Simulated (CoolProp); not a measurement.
Vapour pressure (bar) of R142b: the reference equation beside estimates from Tc = 410.3 K, pc = 40.55 bar, ω = 0.232.

Computed with CoolProp (reference Helmholtz-energy equation of state, Lemmon 2006). It is a short technical equation, of lower accuracy than the large ones.

```csv
T (K),reference,Lee-Kesler,van der Waals,Soave-Redlich-Kwong
310.9,4.911,4.932,12.04,4.939
317.5,5.884,5.912,13.31,5.927
324.1,6.993,7.029,14.66,7.057
330.6,8.232,8.273,16.07,8.319
337.2,9.648,9.694,17.59,9.764
343.8,11.24,11.29,19.20,11.39
350.4,13.01,13.06,20.90,13.20
357,14.98,15.04,22.68,15.21
363.5,17.13,17.19,24.53,17.41
370.1,19.55,19.61,26.50,19.87
376.7,22.21,22.27,28.56,22.57
383.3,25.13,25.21,30.72,25.52
389.8,28.29,28.38,32.94,28.70
396.4,31.83,31.92,35.29,32.20
403,35.73,35.82,37.74,36.00
```

Absolute difference from the reference over all 15 rows, mean and median: Lee-Kesler 0.4 and 0.4 %, van der Waals 60.3 and 51.4 %, Soave-Redlich-Kwong 1.2 and 1.3 %.
